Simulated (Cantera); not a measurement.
Input (Python, Cantera) and output of one run.

```python
import numpy as np
import cantera as ct

gas_names = """
    H H2 N NH NH2 NH3 N2 N2H2 N2H4 Si SiH SiH2 SiH3 SiH4 SiN Si2 Si2N Si3
""".split()
cond_names = """
    Si(cr) Si(L) Si3N4(a)
""".split()


# ... load() reads the species with a 1 bar reference pressure and builds the phases ...
atoms = {
    'Si3N4': {'Si': 3, 'N': 4},
    'Si': {'Si': 1},
    'H2': {'H': 2},
}
top_T = {'Si3N4(a)': 2400}  # K; cautious upper limits of use, not melting points


# ... equilibrate(T, P, feed) seeds the gas with the atoms and calls Mixture.equilibrate('TP', solver="vcs", rtol=1e-11, max_steps=5000) ...
results = []
feed = {'Si3N4': 1, 'Si': 0.0074, 'H2': 1.8}  # mol
P = 58  # Pa
for T in [1598, 1698, 1798, 1898, 1998, 2098, 2198, 2298, 2398, 2498, 2598]:
    mix = equilibrate(T, P, feed)
    results.append((T, P, feed, dict(zip(mix.species_names, mix.species_moles))))

top = {s: max(r[3][s] / sum(r[3][g] for g in gas_names) for r in results) for s in gas_names}
cols = sorted((s for s in top if top[s] > 1e-05), key=lambda s: -top[s])[:9]
seen = [c for c in cond_names if any(r[3].get(c, 0) > 1e-12 for r in results)]
print("log10 of partial pressures in bar; condensed amounts in mol")
print(f"{'T/K':>10s}" + "".join(f"{s[:9]:>10s}" for s in cols + seen))
for T, P, feed, n in results:
    ng = sum(n[g] for g in gas_names)
    print(f"{T:10.4g}" + "".join(f"{np.log10(max(n[s] / ng * P / 1e5, 1e-99)):10.3f}" for s in cols)
          + "".join(f"{n.get(c, 0):10.4g}" for c in seen))
```

Output:

```
log10 of partial pressures in bar; condensed amounts in mol
       T/K        N2        H2        Si         H       Si2       SiH       SiN      Si2N       Si3    Si(cr)     Si(L)  Si3N4(a)
      1598    -3.539    -3.538    -7.029    -6.043    -9.638    -8.456    -8.860    -8.636   -10.299     2.692         0    0.1048
      1698    -3.517    -3.564    -6.183    -5.622    -8.544    -7.772    -8.156    -7.898    -9.142         0     3.003         0
      1798    -3.520    -3.570    -5.511    -5.239    -7.732    -7.236    -7.622    -7.415    -8.355         0     2.986         0
      1898    -3.530    -3.586    -4.911    -4.900    -7.008    -6.763    -7.149    -6.987    -7.654         0     2.919         0
      1998    -3.560    -3.628    -4.371    -4.609    -6.358    -6.352    -6.734    -6.614    -7.026         0     2.682         0
      2098    -3.650    -3.744    -3.884    -4.384    -5.771    -6.020    -6.390    -6.310    -6.460         0     1.781         0
      2198    -3.789    -3.935    -3.626    -4.222    -5.607    -5.946    -6.291    -6.432    -6.500         0         0         0
      2298    -3.804    -4.024    -3.633    -4.031    -5.944    -6.079    -6.388    -6.973    -7.267         0         0         0
      2398    -3.821    -4.155    -3.647    -3.880    -6.267    -6.232    -6.484    -7.484    -7.990         0         0         0
      2498    -3.837    -4.335    -3.662    -3.771    -6.568    -6.406    -6.576    -7.959    -8.662         0         0         0
      2598    -3.850    -4.563    -3.674    -3.701    -6.845    -6.596    -6.658    -8.395    -9.280         0         0         0
```

Equilibrium computed with Cantera from the NASA thermochemical tables; the gas is ideal and each condensed phase is pure. Mutual solubility and eutectic melting of coexisting phases are not modelled. The tables' values for SiN are old estimates; treat these amounts as uncertain. Gases not in the tables: Si2H6 and higher silanes.
